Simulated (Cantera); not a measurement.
Adiabatic ignition

An adiabatic, constant-volume homogeneous reactor starts with 11.8 % CH4, 0.625 % C2H6, 18.4 % O2, 69.2 % N2, equivalence ratio 1.4, at 1800 K and 1.00 bar.

Model: GRI-Mech 3.0 (53 species, 325 reactions), integrated in Cantera. Above 3000 K some thermodynamic fits are extrapolated.

| t (s) | T (K) | P (bar) | x CH4 | x C2H6 | x O2 | x HO2 | x C2H | x OH | x NO2 |
|---|---|---|---|---|---|---|---|---|---|
| 3.00e-6 | 1794 | 0.997 | 0.118 | 0.00566 | 0.184 | 1.37e-5 | <1e-12 | 6.50e-6 | <1e-12 |
| 1.23e-5 | 1788 | 0.996 | 0.115 | 0.00423 | 0.182 | 8.37e-5 | 2.18e-10 | 4.52e-5 | <1e-12 |
| 5.04e-5 | 2989 | 1.87 | <1e-12 | <1e-12 | 0.00744 | 4.63e-6 | <1e-12 | 0.0246 | 4.15e-8 |
| 0.000206 | 3021 | 1.89 | <1e-12 | <1e-12 | 0.00619 | 4.30e-6 | <1e-12 | 0.0231 | 5.61e-7 |
| 0.000845 | 3014 | 1.88 | <1e-12 | <1e-12 | 0.00571 | 3.99e-6 | <1e-12 | 0.0223 | 9.11e-7 |
| 0.00346 | 3014 | 1.88 | <1e-12 | <1e-12 | 0.00571 | 3.99e-6 | <1e-12 | 0.0223 | 9.15e-7 |
| 0.0142 | 3014 | 1.88 | <1e-12 | <1e-12 | 0.00571 | 3.99e-6 | <1e-12 | 0.0223 | 9.15e-7 |
| 0.0582 | 3014 | 1.88 | <1e-12 | <1e-12 | 0.00571 | 3.99e-6 | <1e-12 | 0.0223 | 9.15e-7 |
| 0.238 | 3014 | 1.88 | <1e-12 | <1e-12 | 0.00571 | 3.99e-6 | <1e-12 | 0.0223 | 9.15e-7 |
| 0.976 | 3014 | 1.88 | <1e-12 | <1e-12 | 0.00571 | 3.99e-6 | <1e-12 | 0.0223 | 9.15e-7 |
| 4.00 | 3014 | 1.88 | <1e-12 | <1e-12 | 0.00571 | 3.99e-6 | <1e-12 | 0.0223 | 9.15e-7 |
x: mole fraction; the columns are a selection and need not sum to one.

The time of steepest temperature rise is 45.5 µs, the temperature at 4.00 s comes out as 3014 K and the equilibrium temperature comes out as 3014 K. The x(CH4) at 4.00 s is <1e-12 (gas-phase equilibrium <1e-12), the x(C2H6) at 4.00 s is <1e-12 (gas-phase equilibrium <1e-12) and the x(O2) at 4.00 s comes out as 0.00571 (gas-phase equilibrium 0.00571).
